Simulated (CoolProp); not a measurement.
The fluid at 298.15 K and 0.69 MPa flows at 4.2 m/s in a round tube of 10 mm bore and 15 µm roughness, fully developed (64/Re and Nu = 3.66 if laminar; Colebrook and Gnielinski if turbulent). The same conditions are run with several fluids, on thermodynamics alone (safety and materials aside).

Computed with CoolProp (reference Helmholtz-energy equation of state of each fluid (R507A: Lemmon 2003; oxygen: Schmidt 1985; R125: Lemmon 2005; C2F6 (R116): Lemmon 2006; R410A: Lemmon 2003)). Blends and air are pseudo-pure fits.

| fluid | Reynolds number | Darcy friction factor | pressure drop (Pa/m) | heat-transfer coefficient (W/(m² K)) | mass flow (kg/h) |
|---|---|---|---|---|---|
| R507A | 106000 | 0.0236 | 653 | ? | 37.2 |
| oxygen | 18200 | 0.0294 | 232 | ? | 10.6 |
| R125 | 121000 | 0.0234 | ? | ? | 44.7 |
| C2F6 (R116) | 123000 | 0.0234 | 857 | ? | 49.3 |
| R410A | 71700 | ? | ? | 283 | 26.5 |

**Question.** Complete the blanks.

**Answer.** 
- R507A, heat-transfer coefficient (W/(m² K)): 406
- oxygen, heat-transfer coefficient (W/(m² K)): 143
- R125, pressure drop (Pa/m): 778
- R125, heat-transfer coefficient (W/(m² K)): 444
- C2F6 (R116), heat-transfer coefficient (W/(m² K)): 462
- R410A, Darcy friction factor: 0.0244
- R410A, pressure drop (Pa/m): 481

Transport values come from each fluid's own correlations; those of C2F6 (R116) are estimates that may be off by 10 % or more.
